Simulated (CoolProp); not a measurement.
A single-stage vapour-compression cycle with cis-2-butene: evaporating at 321.15 K (dew point), condensing at 354.15 K (bubble point), superheat 10 K, subcooling 0 K, compressor efficiency 0.65, no pressure losses. Each further row changes one setting.

Values from CoolProp's reference Helmholtz-energy equation of state, Lemmon 2005. It is a short technical equation, of lower accuracy than the large ones.

```json
[
 {"case": "as stated", "cooling COP": "5.41", "pressure ratio": "2.25", "discharge temperature (K)": "372.3", "refrigerating effect (kJ/kg)": "302", "volumetric capacity (kJ/m³)": "2870"},
 {"case": "evaporating temperature 326.15 K", "cooling COP": "6.60", "pressure ratio": "1.97", "discharge temperature (K)": "(withheld)", "refrigerating effect (kJ/kg)": "308", "volumetric capacity (kJ/m³)": "3340"},
 {"case": "condensing temperature 349.15 K", "cooling COP": "6.55", "pressure ratio": "2.01", "discharge temperature (K)": "366.5", "refrigerating effect (kJ/kg)": "315", "volumetric capacity (kJ/m³)": "3000"},
 {"case": "subcooling 5 K", "cooling COP": "(withheld)", "pressure ratio": "2.25", "discharge temperature (K)": "372.3", "refrigerating effect (kJ/kg)": "315", "volumetric capacity (kJ/m³)": "3000"},
 {"case": "superheat 20 K", "cooling COP": "(withheld)", "pressure ratio": "2.25", "discharge temperature (K)": "382.3", "refrigerating effect (kJ/kg)": "320", "volumetric capacity (kJ/m³)": "(withheld)"},
 {"case": "compressor efficiency 0.55", "cooling COP": "4.58", "pressure ratio": "2.25", "discharge temperature (K)": "(withheld)", "refrigerating effect (kJ/kg)": "302", "volumetric capacity (kJ/m³)": "2870"}
]
```

Task: Some entries are withheld; supply them.

Result: 
- evaporating temperature 326.15 K, discharge temperature (K): 370.8
- subcooling 5 K, cooling COP: 5.64
- superheat 20 K, cooling COP: 5.48
- superheat 20 K, volumetric capacity (kJ/m³): 2920
- compressor efficiency 0.55, discharge temperature (K): 377.5
